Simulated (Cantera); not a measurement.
Input: 1 mol SiO2, 4.1 mol CH4, 1.6 mol CO, at 2523 K and 7.70 bar.

Equilibrium computed with Cantera from the NASA thermochemical tables; the gas is ideal and each condensed phase is pure. Candidate condensed phases: C, C6H6, C7H8, C8H18, H2O, Si, SiC, SiO2; 123 gas species. Gases not in the tables: Si2H6 and higher silanes. Rates play no part.

Base state: H2 0.678, CO 0.297, H 0.00825, C2H2 (acetylene) 0.00808, SiO 0.00717, CH4 0.000513, SiH2 0.000190, Si 0.000185 (mole fractions); condensed: C(graphite) + SiC(s).

Task: What changes in the equilibrium state with this change: pressure from 7.70 bar to 0.000970 bar?

Result: 
```csv
species,before,after
H,0.00825,0.457
H2,0.678,0.262
CO,0.297,0.217
SiC2,5.12e-5,0.0129
Si,0.000185,0.0465
CH4,0.000513,9.63e-9
C2H4,2.83e-5,<1e-9
H2O,3.56e-5,1.26e-9
C3,9.20e-8,0.000730
C,2.96e-8,0.000235
"C(graphite), mol",1.07,1.51
"SiC(s), mol",0.908,0
```

Task: What changes in the equilibrium state with this change: temperature from 2523 K to 1825 K?

Result: 
```tsv
species	before	after
H2	0.678	0.795
CO	0.297	0.199
CH4	0.000513	0.00345
H	0.00825	0.000142
SiO	0.00717	0.00119
SiC2	5.12e-5	<1e-9
Si2C	2.80e-5	<1e-9
Si	0.000185	1.59e-8
C4H2	3.98e-5	1.45e-8
C(graphite), mol	1.07	3.41
SiC(s), mol	0.908	0.214
SiO2(condensed), mol	0	0.774
```
Mutual solubility and eutectic melting of coexisting phases are not modelled. The tables hold silica as quartz up to 1696 K and as liquid above; real silica turns to tridymite and cristobalite and melts near 1996 K.
